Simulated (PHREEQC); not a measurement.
1 kg of water holding 0.053 mol NaCl, 0.0044 mol CaCl2 and 0.03 mol KCl is evaporated at 90 °C; the solids stay in contact with the brine. CO2 from the air is kept out. Solids allowed: Halite, Portlandite, Sylvite. Others were left out.

Model: Pitzer model, pitzer.dat, run in PHREEQC.

```csv
water left (kg),ionic strength,water activity,Halite (mol)
1,0.0962,0.997,0
0.6755,(withheld),0.996,0
0.4563,0.211,0.994,0
0.3082,0.312,0.991,0
0.2082,0.462,0.986,0
0.1407,0.684,0.979,0
0.09502,1.01,0.969,0
0.06418,(withheld),0.954,0
0.05275,1.82,(withheld),0
0.03564,2.70,(withheld),0
0.02407,4.00,0.868,0
0.01627,5.91,0.798,0
0.01099,(withheld),0.697,0
0.007427,9.94,0.674,0.0224
0.005012,10.8,0.663,0.0346
```

Task: Some entries are withheld; supply them.

Result: 
- 0.6755, ionic strength: 0.142
- 0.06418, ionic strength: 1.50
- 0.05275, water activity: 0.943
- 0.03564, water activity: 0.914
- 0.01099, ionic strength: 8.75

Complexes and solids missing from the database can't appear. At this temperature some constants are extrapolated from 25 °C, and those without enthalpy data are left unchanged.
